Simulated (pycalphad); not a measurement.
Effect of Fe content in Al-Si-Fe

Source of the numbers: pycalphad with the COST 507 light-alloy database (1999); pressure 1 atm. The data set is of 1999 and partly superseded. Amounts are mole fractions of atoms.

| alloy | liquidus (K) | first solid | solidus (K) | phases at 750 K |
|---|---|---|---|---|
| Al-2.3Si-0.14Fe (at.%) | 918 | fcc | 849 | fcc 0.98, diamond (Si) 0.02, ALFESI_BETA 0.01 |
| Al-2.3Si-0.58Fe (at.%) | ? | fcc | 849 | ? |
| Al-2.3Si-0.87Fe (at.%) | 914 | fcc | 849 | fcc 0.93, ALFESI_BETA 0.06, diamond (Si) 0.01 |
| Al-2.3Si-1.16Fe (at.%) | 938 | AL13FE4 | 861 | fcc 0.92, ALFESI_BETA 0.08, diamond (Si) 0.01 |
| Al-2.3Si-2.32Fe (at.%) | 1023 | AL13FE4 | 893 | fcc 0.85, ALFESI_BETA 0.13, ALFESI_ALPHA 0.02 |

What belongs in the gaps?


- Al-2.3Si-0.58Fe (at.%), liquidus (K): 916
- Al-2.3Si-0.58Fe (at.%), phases at 750 K: fcc 0.95, ALFESI_BETA 0.04, diamond (Si) 0.01

Database names, with the compositions (at.%) that they take in these runs: ALFESI_BETA: Al 70 Si 15 Fe 15; ALFESI_ALPHA: Al 71-73 Fe 19 Si 8-10; AL13FE4: Al 76 Fe 24.
